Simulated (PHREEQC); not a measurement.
Solution (25 °C): 19 mmol/kgw NaCl and 0.29 mmol/kgw H2SiF6. Closed to the air; pH follows from the charge balance.

Model: ion-association model, phreeqc.dat, run in PHREEQC.

Each row changes one thing in this solution. No solid was allowed to form.

```csv
case,pH,ionic strength (mol/kgw)
as made,3.12,0.0199
H2SiF6 left out,6.99,___
temperature from 25 to 30 °C,___,0.0198
H2SiF6 from 0.00029 to 0.000319 mol/kgw,3.09,0.0199
diluted 100-fold with water,4.78,___
NaCl replaced by NaHSO4 at the same molality,1.98,0.0423
0.0053 mol/kgw H2SO4 added,2.10,0.0314
temperature from 25 to 60 °C,3.21,___
NaCl replaced by Na2SiF6 at the same molality,3.02,___
```

Task: What belongs in the gaps?

Result: 
- H2SiF6 left out, ionic strength (mol/kgw): 0.0190
- temperature from 25 to 30 °C, pH: 3.13
- diluted 100-fold with water, ionic strength (mol/kgw): 0.000207
- temperature from 25 to 60 °C, ionic strength (mol/kgw): 0.0197
- NaCl replaced by Na2SiF6 at the same molality, ionic strength (mol/kgw): 0.0577

Some of these states are supersaturated (in Quartz (slow to form), Chalcedony (slow to form), for instance). Constants without temperature data keep their 25 °C values here. SiF6-2 is the database's only silicon fluoride.
